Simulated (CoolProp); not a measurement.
Properties of the fluoroketone C6F12O (FK-5-1-12) along the isobar 6970 kPa (Tc = 168.7 °C, pc = 1869 kPa, ω = 0.471).

Values from CoolProp's reference Helmholtz-energy equation of state, McLinden 2015.

| T (°C) | phase | cp (kJ/(kg K)) | expansivity (1/kK) |
|---|---|---|---|
| 101.45 | liquid | 1.149 | 2.236 |
| 111.05 | liquid | 1.159 | 2.351 |
| 120.75 | liquid | 1.171 | 2.482 |
| 130.35 | liquid | 1.183 | 2.628 |
| 140.05 | liquid | 1.196 | 2.795 |
| 149.65 | liquid | 1.210 | 2.983 |
| 159.35 | liquid | … | … |
| 168.95 | supercritical | 1.239 | 3.441 |
| 178.65 | supercritical | 1.255 | 3.715 |
| 188.25 | supercritical | 1.270 | … |
| 197.95 | supercritical | 1.286 | 4.331 |
| 207.55 | supercritical | 1.299 | 4.646 |
| 217.25 | supercritical | 1.310 | 4.939 |
| 226.85 | supercritical | 1.318 | 5.179 |

What belongs in the gaps?


- 159.35, cp (kJ/(kg K)): 1.224
- 159.35, expansivity (1/kK): 3.199
- 188.25, expansivity (1/kK): 4.012
